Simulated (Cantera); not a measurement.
Input (Python, Cantera):

```python
import numpy as np
import cantera as ct

gas = ct.Solution("gri30.yaml")
gas.TPX = 1350, 1900, {'N2O': 1, 'H2O': 0.073}
reactor = ct.IdealGasConstPressureReactor(gas, energy="off", clone=False)
net = ct.ReactorNet([reactor])
net.rtol, net.atol = 1e-08, 1e-18
show = ['N2O', 'H2O', 'H', 'NO', 'H2O2']
times = np.geomspace(1e-06, 60, 13)

steps = ct.SolutionArray(gas, extra=["t"])
rows = []
print(f"{'t/s':>10s}{'T/K':>9s}{'P/Pa':>11s}" + "".join(f"{s:>11s}" for s in show))
for t in times:
    while net.time < t:
        t_next = net.step()
        steps.append(gas.state, t=t_next)
    rows.append([np.interp(t, steps.t, y) for y in (steps.T, steps.P, *steps(*show).X.T)])
    print(f"{t:10.3e}{rows[-1][0]:9.1f}{rows[-1][1]:11.4g}" + "".join(f"{x:11.3e}" for x in rows[-1][2:]))
rate = np.gradient(steps.T, steps.t)
print("integrator steps:", len(steps.t))
if steps.T.max() > steps.T[0] + 200:
    print(f"time of steepest temperature rise: {steps.t[rate.argmax()]:.4e} s")
gas.TPX = 1350, 1900, {'N2O': 1, 'H2O': 0.073}
gas.equilibrate("TP")
print(f"equilibrium (TP): T = {gas.T:.1f} K  " + "  ".join(f"{s} {gas[s].X[0]:.3e}" for s in show))
```

It prints:

```
       t/s      T/K       P/Pa        N2O        H2O          H         NO       H2O2
 1.000e-06   1350.0       1900  9.320e-01  6.803e-02  1.374e-16  7.544e-11  2.146e-21
 4.448e-06   1350.0       1900  9.320e-01  6.803e-02  1.317e-15  1.466e-09  7.653e-19
 1.979e-05   1350.0       1900  9.320e-01  6.803e-02  2.360e-13  2.829e-08  2.967e-16
 8.801e-05   1350.0       1900  9.319e-01  6.803e-02  4.064e-11  4.980e-07  1.052e-13
 3.915e-04   1350.0       1900  9.319e-01  6.803e-02  1.816e-09  6.392e-06  2.920e-11
 1.741e-03   1350.0       1900  9.315e-01  6.801e-02  1.475e-08  4.382e-05  4.532e-09
 7.746e-03   1350.0       1900  9.299e-01  6.794e-02  4.645e-08  2.087e-04  1.828e-07
 3.446e-02   1350.0       1900  9.228e-01  6.777e-02  5.636e-08  8.844e-04  1.481e-07
 1.533e-01   1350.0       1900  8.918e-01  6.705e-02  5.473e-08  3.705e-03  6.500e-08
 6.817e-01   1350.0       1900  7.708e-01  6.425e-02  5.399e-08  1.512e-02  1.701e-08
 3.032e+00   1350.0       1900  4.334e-01  5.642e-02  7.049e-08  4.706e-02  3.663e-09
 1.349e+01   1350.0       1900  5.539e-02  4.764e-02  1.164e-07  8.156e-02  1.471e-09
 6.000e+01   1350.0       1900  1.241e-04  4.639e-02  7.825e-09  8.558e-02  2.948e-10
integrator steps: 1706
equilibrium (TP): T = 1350.0 K  N2O 4.821e-09  H2O 4.639e-02  H 6.097e-09  NO 6.012e-04  H2O2 2.858e-10
```

Model: GRI-Mech 3.0 (53 species, 325 reactions), integrated in Cantera. GRI-Mech 3.0 was tuned for natural gas; its chemistry of N2O as a main component is partial and can be far from experiment. Radical loss at walls, strong at low pressure, is not modelled. The mechanism lacks the step 2 NO + O2 → 2 NO2, which can matter for NO2 below about 1400 K. The temperature is held fixed by assumption; the heat of reaction is taken as removed at once.
